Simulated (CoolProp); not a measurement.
A closed Brayton cycle with carbon dioxide: compressor inlet 307.15 K and 8.1 MPa, high pressure 26.9 MPa, turbine inlet 680 K, compressor efficiency 0.8, turbine efficiency 0.9, recuperator effectiveness 0.95 (on enthalpy, no pinch check). Each further row changes one setting.

Model: reference Helmholtz-energy equation of state, Span 1996, in CoolProp.

| case | thermal efficiency (%) | net work (kJ/kg) | compressor to turbine work | compressor exit (K) | turbine exit (K) |
|---|---|---|---|---|---|
| as stated | (withheld) | 87.6 | 0.28 | 349.7 | 552.2 |
| turbine inlet 630 K | (withheld) | (withheld) | 0.31 | 349.7 | 506.9 |
| compressor inlet 317.15 K | 27.5 | 60.8 | (withheld) | 412.5 | 552.2 |
| high pressure 22.9 MPa | 31.4 | (withheld) | 0.26 | 343.0 | 568.9 |
| recuperator effectiveness 0.5 | 23.0 | 87.6 | 0.28 | 349.7 | 552.2 |

**Question.** What belongs in the gaps?

**Answer.** 
- as stated, thermal efficiency (%): 32.2
- turbine inlet 630 K, thermal efficiency (%): 29.4
- turbine inlet 630 K, net work (kJ/kg): 75.7
- compressor inlet 317.15 K, compressor to turbine work: 0.50
- high pressure 22.9 MPa, net work (kJ/kg): 79.9
